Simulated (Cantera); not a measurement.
A freely propagating, adiabatic, planar premixed flame of CH₄ : C₂H₆ : C₃H₈ : O₂ : N₂ : H₂O = 1 : 0.082 : 1 : 8.38 : 31.5 : 1.7 (molar parts), unburnt at 525 K and 0.207 atm; mixture-averaged transport, grid criteria slope 0.08 and curve 0.16, no radiation.

Computed with Cantera and GRI-Mech 3.0 (53 species, 325 reactions). GRI-Mech 3.0 was tuned for natural gas; its chemistry of propane as a main component is partial and can be far from experiment. Burning velocities carry a grid error of a few per cent, more on coarse grids.

x: mole fraction of selected species; z is measured from the peak of heat release.

```
z (mm)  T (K)  u (m/s)     x CH₄    x C₂H₆    x C₃H₈     x NO   x H₂O₂    x HCN
------  -----  -------  --------  --------  --------  -------  -------  -------
-4.04     525     1.30    0.0229   0.00188    0.0229    <1e-8    <1e-8    <1e-8
-2.69     526     1.30    0.0228   0.00187    0.0229    <1e-8  4.39e-8    <1e-8
-2.02     529     1.31    0.0228   0.00187    0.0228    <1e-8  2.22e-7    <1e-8
-1.35     554     1.38    0.0223   0.00189    0.0226  2.25e-8  1.42e-6    <1e-8
-0.673    811     2.06    0.0189   0.00235    0.0182  3.22e-7  5.09e-6  1.29e-7
-0.336   1171     3.05    0.0130   0.00191   0.00736  9.36e-7  7.20e-6  4.38e-7
0        1543     4.09   0.00458  0.000215  0.000351  2.22e-6  1.72e-6  1.03e-6
0.336    1704     4.53  0.000611   1.83e-6   7.98e-7  3.99e-6  2.43e-7  1.06e-6
0.673    1743     4.62   4.31e-5     <1e-8     <1e-8  5.29e-6  1.84e-7  5.29e-7
1.35     1778     4.69         ?     <1e-8     <1e-8        ?  1.70e-7        ?
2.69     1821     4.78     <1e-8     <1e-8     <1e-8  8.65e-6  1.42e-7    <1e-8
5.38     1878     4.91     <1e-8     <1e-8     <1e-8  1.20e-5  1.09e-7    <1e-8
10.8     1950     5.07     <1e-8     <1e-8     <1e-8        ?        ?    <1e-8
```

### Question
What belongs in the gaps?

### Answer

- 1.35, x CH₄: 1.62e-7
- 1.35, x NO: 6.72e-6
- 1.35, x HCN: 8.33e-8
- 10.8, x NO: 1.81e-5
- 10.8, x H₂O₂: 7.84e-8
